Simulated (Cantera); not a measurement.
A closed system holds: 1 mol SiHCl3, 0.14 mol C2H4, 260 mol H2, 0.28 mol CH4, at 1425 K and 13300 Pa.

Equilibrium computed with Cantera from the NASA thermochemical tables; the gas is ideal and each condensed phase is pure. Candidate condensed phases: C, C6H6, C7H8, C8H18, Si, SiC; 109 gas species. Mutual solubility and eutectic melting of coexisting phases are not modelled. Kinetics and transport are ignored.

Q: What is the equilibrium state?

A: 
| Item | Value |
|---|---|
| x(H2) | 0.989 |
| x(HCl) | 0.0107 |
| x(SiCl2) | 0.000348 |
| x(H) | 1.86e-5 |
| x(SiCl3) | 5.66e-6 |
| x(SiH2Cl2) | 2.90e-6 |
| x(CH4) | 2.63e-6 |
| x(SiHCl3) | 2.62e-6 |
| n(Si(s)) | 0.346 mol |
| n(SiC(s)) | 0.559 mol |
| gas amount | 262.8 mol |
| log10 activity of C(graphite) (absent) | -2.27 |
